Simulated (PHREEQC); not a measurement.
5 g of hydrous ferric oxide (600 m²/g; 0.2 weak and 0.005 strong sites per Fe, Dzombak-Morel constants, diffuse double layer) in 1 kg of water with 0.05 mol/kgw of an inert sodium salt and 0.017 mol CuSO4, at 25 °C; the pH is set by adding NaOH or the inert anion's acid. Oxygen is held at 0.21 atm. CO2 from the air is kept out. No solid was allowed to form.

The series has 13 steps of pH, from 4 to 12.

All values are PHREEQC results (ion-association model, wateq4f.dat), not measurements.

Problem. At which pH does the surface charge pass through zero?

Solution. Near pH 10.6.

Along this series the solution becomes supersaturated in solids that the run did not let form, among them Cu(OH)2, Brochantite, Antlerite. Complexes and solids missing from the database can't appear. The database's constant for dissolved Cu(OH)2 is higher than later reviews accept.
